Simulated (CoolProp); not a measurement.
Benzene along the isotherm 432.8 K: density (kg/m³) from the reference equation and from simpler models built on Tc = 562.0 K, pc = 4.906 MPa, ω = 0.211; each cubic takes its own stable root.

Model: reference Helmholtz-energy equation of state, Thol 2012, in CoolProp.

```tsv
p (MPa)	phase	reference	Redlich-Kwong	Soave-Redlich-Kwong	Peng-Robinson
3.77	liquid	724.3	638.1	659.7	746.6
7.55	liquid	732.8	653.8	672.6	759.7
11.3	liquid	740.5	667.0	683.7	770.9
15.1	liquid	747.6	678.6	693.6	780.9
18.9	liquid	754.1	688.7	702.5	789.9
22.6	liquid	760.0	697.6	710.2	797.9
26.4	liquid	765.7	705.8	717.5	805.3
30.2	liquid	771.1	713.2	724.2	812.2
34	liquid	776.2	720.1	730.4	818.5
37.7	liquid	780.9	726.3	735.9	824.3
41.5	liquid	785.5	732.2	741.3	829.8
45.3	liquid	789.9	737.7	746.3	835.0
49.1	liquid	794.1	742.8	751.0	839.8
```
